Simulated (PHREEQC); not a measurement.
Make-up at 20 °C: 120 mmol/kgw HF, 55 mmol/kgw (CH3)4NF, 1.7 mmol/kgw H2SiF6 and 56 mmol/kgw H2SO4. Closed to the air; pH follows from the charge balance.

Model: ion-association model, wateq4f.dat, run in PHREEQC.

The pH is 1.54. The ionic strength is 0.118 mol/kgw. The total alkalinity comes out as -242 meq/kg.

```tsv
species	molality	activity	log γ
HF	0.102	0.105	0.012
(CH3)4N+	0.0550	0.0418	-0.120
H+	0.0351	0.0288	-0.086
H2F2	0.0333	0.0343	0.012
HSO4-	0.0302	0.0231	-0.115
SO4-2	0.0258	0.00919	-0.449
F-	0.00353	0.00265	-0.125
SiF6-2	0.00170	0.000611	-0.444
HF2-	0.00136	0.00102	-0.125
```

This is a speciation only: nothing precipitates in the calculation. (CH3)4N+ isn't in the database: it is added as a free cation with an ion size of 4 Å. wateq4f.dat counts part of the HF as a dimer, H2F2, which phreeqc.dat doesn't know; its constant is uncertain. SiF6-2 is the database's only silicon fluoride.
